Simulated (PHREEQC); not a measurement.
Consider water at 93 °C with 0.75 mol HF, 0.00043 mol H2SiF6 and 0.019 mol H3AsO4 per kg of water. Closed to the air; pH follows from the charge balance.

Computed with PHREEQC (ion-association model, wateq4f.dat).

The ionic strength comes out as 0.0243 mol/kgw. What activity coefficients do H2AsO4-, HF2-, SiF6-2, F-, H+ get?

H2AsO4- 0.84, HF2- 0.84, SiF6-2 0.51, F- 0.84, H+ 0.87.

Precipitation was switched off in this run. wateq4f.dat counts part of the HF as a dimer, H2F2, which phreeqc.dat doesn't know; its constant is uncertain. Constants without temperature data keep their 25 °C values here. SiF6-2 is the database's only silicon fluoride.
